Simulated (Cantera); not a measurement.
Input: 1 mol S, 0.095 mol O2, 0.24 mol N2, at 70.0 bar.

Cantera equilibrium calculation (NASA polynomials, part measured and part estimated; ideal gas, pure solids and liquids). Candidate condensed phases: S; 17 gas species. The ideal-gas law is rough above about 30 bar. Gases not in the tables: S3 to S7. Kinetics and transport are ignored.

x: gas mole fraction; n: condensed amount in mol.

```tsv
T (K)	x S2	x N2	x SO2	x S2O	x S8	x SO	n S(l)
1100	0.232	0.526	0.196	0.0239	0.0214	2.65e-5	0.599
1200	0.519	0.322	0.111	0.0319	0.0159	7.38e-5	0
1300	0.553	0.308	0.106	0.0316	?	?	0
1400	0.555	0.307	0.106	0.0309	8.73e-5	0.000417	0
1500	0.556	0.307	0.106	0.0303	1.00e-5	0.000835	0
1600	0.556	0.307	0.106	0.0297	1.53e-6	0.00153	0
1700	0.556	0.307	0.106	0.0291	2.94e-7	0.00262	0
1800	0.556	0.307	0.105	0.0286	6.84e-8	0.00420	0
1900	0.555	0.306	0.104	0.0280	1.87e-8	0.00640	0
2000	0.554	0.306	0.103	0.0274	5.83e-9	0.00932	0
2100	0.553	0.306	0.101	0.0268	?	?	0
2200	0.551	0.305	0.0989	0.0261	7.85e-10	0.0177	0
```

Question: Complete the blanks.

Answer: 
- 2100, x S8: 2.04e-9
- 2100, x SO: 0.0131
- 1300, x S8: 0.00106
- 1300, x SO: 0.000187
